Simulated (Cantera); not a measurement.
Input (Python, Cantera) and output of one run.

```python
import numpy as np
import cantera as ct

gas_names = """
    B BH BH2 BH3 BN BO BO2 B2 B2O B2O2 B2O3 B3O3H3 H HBO HBO2 HNO HNO2 HNO3 HO2 H2 H2O H2O2 H3B3O6 N NH
    NH2 NH3 NH2OH NO NO2 NO3 N2 N2H2 N2H4 N2O O OH O2 O3
""".split()
cond_names = """
    B(b) B(L) BN(s) B2O3(L) B3O3H3(cr) H2O(s) H2O(L)
""".split()


def load(file, names, dense=False):
    # The tables refer to 1 bar. Condensed volumes are neglected.
    table = {s.name: s for s in ct.Species.list_from_file(file)}
    out = []
    for n in names:
        d = dict(table[n].input_data)
        d["thermo"] = dict(d["thermo"], **{"reference-pressure": 1e5})
        if dense:
            d["equation-of-state"] = {"model": "constant-volume", "density": "1e6 g/cm^3"}
        out.append(ct.Species.from_dict(d))
    return out


gas = ct.Solution(thermo="ideal-gas", species=load("nasa_gas.yaml", gas_names))
cond = {s.name: ct.Solution(thermo="fixed-stoichiometry", species=[s], name=s.name)
        for s in load("nasa_condensed.yaml", cond_names, dense=True)}
atoms = {
    'B': {'B': 1},
    'H2O': {'H': 2, 'O': 1},
    'N2': {'N': 2},
}
top_T = {'BN(s)': 3200}  # K; cautious upper limits of use, not melting points


def equilibrate(T, P, feed):
    n = {}
    for name, mol in feed.items():
        for a, k in atoms[name].items():
            n[a] = n.get(a, 0.0) + k * mol
    gas.TPX = T, P, n
    mass = sum(n.values()) * gas.mean_molecular_weight
    gas.equilibrate("TP")
    valid = [c for c in cond.values() if c.min_temp <= T <= top_T.get(c.name, c.max_temp)]
    mix = ct.Mixture([(gas, mass / gas.mean_molecular_weight)] + [(c, 0.0) for c in valid])
    mix.T, mix.P = T, P
    mix.equilibrate("TP", solver="vcs", rtol=1e-11, max_steps=5000)
    return mix


results = []
T = 1173.15  # K
P = 10000  # Pa
for m in [0.11, 0.36, 0.6, 0.85, 1.1, 1.3, 1.6, 1.8, 2.1, 2.3, 2.6, 2.8, 3]:
    feed = {'B': 1, 'H2O': 0.1, 'N2': m}  # mol
    mix = equilibrate(T, P, feed)
    results.append((T, P, feed, dict(zip(mix.species_names, mix.species_moles))))

top = {s: max(r[3][s] / sum(r[3][g] for g in gas_names) for r in results) for s in gas_names}
cols = sorted((s for s in top if top[s] > 0.001), key=lambda s: -top[s])[:5]
seen = [c for c in cond_names if any(r[3].get(c, 0) > 1e-12 for r in results)]
print("log10 of partial pressures in bar; condensed amounts in mol")
print(f"{'n(N2)':>10s}" + "".join(f"{s[:9]:>10s}" for s in cols + seen))
for T, P, feed, n in results:
    ng = sum(n[g] for g in gas_names)
    print(f"{feed['N2']:10.4g}" + "".join(f"{np.log10(max(n[s] / ng * P / 1e5, 1e-99)):10.3f}" for s in cols)
          + "".join(f"{n.get(c, 0):10.4g}" for c in seen))
```

Result:

```
log10 of partial pressures in bar; condensed amounts in mol
     n(N2)        H2        N2    B3O3H3       H2O      B(b)     BN(s)   B2O3(L)
      0.11    -1.001   -13.120    -3.669    -7.419    0.7131      0.22   0.03312
      0.36    -1.001   -13.120    -3.669    -7.419    0.2131      0.72   0.03312
       0.6    -1.369    -1.243   -10.160    -3.828         0    0.9336   0.03321
      0.85    -1.686    -1.101   -10.706    -4.097         0    0.9336   0.03319
       1.1    -1.867    -1.064   -10.996    -4.266         0    0.9336   0.03318
       1.3    -1.972    -1.049   -11.160    -4.366         0    0.9336   0.03318
       1.6    -2.093    -1.037   -11.348    -4.483         0    0.9336   0.03317
       1.8    -2.158    -1.031   -11.449    -4.547         0    0.9336   0.03317
       2.1    -2.241    -1.026   -11.575    -4.627         0    0.9336   0.03317
       2.3    -2.288    -1.023   -11.648    -4.674         0    0.9336   0.03316
       2.6    -2.351    -1.020   -11.744    -4.735         0    0.9336   0.03316
       2.8    -2.388    -1.018   -11.800    -4.772         0    0.9336   0.03316
         3    -2.422    -1.017   -11.852    -4.806         0    0.9336   0.03316
```

These are equilibrium values from Cantera (NASA tables, ideal gas, pure condensed phases), not measurements of a reactor. N2 is the only nitrogen source here; it is nearly inert below about 1500 K, so the nitride shown seldom forms there in practice. Mutual solubility and eutectic melting of coexisting phases are not modelled. Gases not in the tables: H3BO3.
